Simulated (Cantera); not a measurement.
CaCO3 + H2 + O2 (calcination and drying)

Charge: 1 mol CaCO3, 4 mol H2, 0.29 mol O2, at 101000 Pa.

These are equilibrium values from Cantera (NASA tables, ideal gas, pure condensed phases), not measurements of a reactor. Candidate condensed phases: C, C6H6, C7H8, C8H18, Ca, CaCO3, CaO, Ca(OH)2, H2O; 115 gas species. Equilibrium is a limit: real reactors are often held back by kinetics, nucleation or transport.

From 652 °C to 702 °C the condensed part is CaCO3(calcite) + CaO(s). From 752 °C to 1102 °C the condensed part is CaO(s).

```csv
T (°C),log p H2,log p H2O,log p CO,log p CO2,log p CH4,log p H,log p HCHO (formaldehyde),log p HCOOH,n CaCO3(calcite),n CaO(s)
652,-0.11,-0.71,-1.70,-1.99,-1.80,-9.64,-8.04,-8.24,0.815,0.185
702,-0.16,-0.67,-1.18,-1.49,-2.12,-9.02,-7.59,-7.76,0.542,0.458
752,-0.25,-0.60,-0.89,-1.13,-2.75,-8.49,-7.41,-7.47,0,1.00
802,-0.25,-0.59,-0.87,-1.18,-3.28,-7.96,-7.40,-7.49,0,1.00
852,-0.26,-0.59,-0.85,-1.22,-3.77,-7.48,-7.40,-7.51,0,1.00
902,-0.26,-0.58,-0.83,-1.25,-4.22,-7.04,-7.40,-7.53,0,1.00
952,-0.27,-0.57,-0.82,-1.29,-4.64,-6.64,-7.40,-7.54,0,1.00
1002,-0.27,-0.56,-0.81,-1.32,-5.02,-6.27,-7.40,-7.56,0,1.00
1052,-0.27,-0.56,-0.80,-1.36,-5.37,-5.92,-7.40,-7.58,0,1.00
1102,-0.27,-0.55,-0.79,-1.39,-5.70,-5.60,-7.40,-7.59,0,1.00
```
log p: log10 of the partial pressure in bar; n: condensed amount in mol.
